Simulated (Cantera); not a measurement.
An adiabatic, constant-pressure homogeneous reactor starts with H2 : O2 : N2 : H2O = 1 : 0.962 : 3.62 : 1.1 (molar parts), equivalence ratio 0.52, at 1475 K and 0.380 bar.

Detailed kinetics in Cantera: GRI-Mech 3.0 (53 species, 325 reactions).

**Question.** Predict: time of steepest temperature rise; temperature at 6.00 s; equilibrium temperature; x(H2) at 6.00 s; x(O2) at 6.00 s; x(H2O) at 6.00 s; x(NO2) at 6.00 s; x(N2O) at 6.00 s; x(O) at 6.00 s; x(H) at 6.00 s.

**Answer.** 
```json
{
  "time_of_steepest_temperature_rise": "48.2 µs",
  "temperature at 6.00 s": "2329 K",
  "equilibrium_temperature": "2329 K",
  "x(H2) at 6.00 s": "0.00497 (gas-phase equilibrium 0.00497)",
  "x(O2) at 6.00 s": "0.0681 (gas-phase equilibrium 0.0681)",
  "x(H2O) at 6.00 s": "0.324 (gas-phase equilibrium 0.324)",
  "x(NO2) at 6.00 s": "3.07e-6 (gas-phase equilibrium 3.07e-6)",
  "x(N2O) at 6.00 s": "2.38e-7 (gas-phase equilibrium 2.38e-7)",
  "x(O) at 6.00 s": "0.00250 (gas-phase equilibrium 0.00250)",
  "x(H) at 6.00 s": "0.00130 (gas-phase equilibrium 0.00130)"
}
```
